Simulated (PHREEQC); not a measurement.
Make-up at 25 °C: 0.0045 mol/kgw MnSO4, 0.0032 mol/kgw H2SO4 and 0.3 mol/kgw NaCl. Closed to the air; pH follows from the charge balance.

Model: ion-association model, phreeqc.dat, run in PHREEQC.

This is a speciation only: nothing precipitates in the calculation.

Problem. Estimate the pH.

Solution. pH 2.35.

Problem. In which forms is Mn present?

Solution. Mn+2 71 %, MnCl+ 24 %, MnSO4 4.1 %, MnCl2 1.4 % of the Mn.

Complexes and solids missing from the database can't appear.
